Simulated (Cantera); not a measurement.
**Ignition delay**

Mixture: CH4 : O2 : N2 = 1 : 1.11 : 4.67 (molar parts), equivalence ratio 1.8, at 13.8 atm, adiabatic and at constant pressure. Ignition delay is the time to a rise of 400 K.

Cantera simulation using GRI-Mech 3.0 (53 species, 325 reactions); the numbers are that mechanism's predictions, not measurements. The pressure lies above the range GRI-Mech 3.0 was tuned for (to about 10 atm).

```tsv
T0 (K)	delay (ms)
1100	17.4
1200	4.85
1300	1.55
1400	0.540
1500	0.202
1600	0.0800
1700	0.0338
```

| Item | Result |
|---|---|
| apparent activation energy between 1500 and 1700 K | 190 kJ/mol |
